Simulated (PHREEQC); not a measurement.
A column of 0.2 m (40 cells, dispersivity 0.007 m, 60 s a shift, diffusion coefficient 3e-10 m²/s) holds 0.005 eq of the database's cation exchanger X per kg of pore water, first in equilibrium with 0.024 mol MgSO4, 0.0056 mol MgCl2 and 1e-05 mol HCl per kg of water. It is flushed with 0.0023 mol CaCl2, 0.0048 mol NaCl and 1e-05 mol HCl per kg of water, at 15 °C. Values are for the last cell. CO2 from the air is kept out. Precipitation was switched off in this run.

Base run: PHREEQC, ion-association model, phreeqc.dat. Each further column changes one thing. The table gives Ca in solution (mol/kgw).

```
pore volumes      base  exchange capacity from 0.005 to 0.0025 eq/kgw  dispersivity from 0.007 to 0.014 m
------------  --------  ---------------------------------------------  ----------------------------------
0                    0                                              0                                   0
0.5125         2.56e-6                                        6.22e-6                             3.34e-5
1.012         0.000263                                       0.000581                            0.000478
1.512         0.000359                                        0.00104                            0.000683
2.013         0.000956                                        0.00187                             0.00101
2.513          0.00186                                        0.00223                             0.00158
3.013          0.00220                                        0.00229                             0.00199
3.513          0.00228                                        0.00230                             0.00219
4.013          0.00230                                        0.00230                             0.00226
```
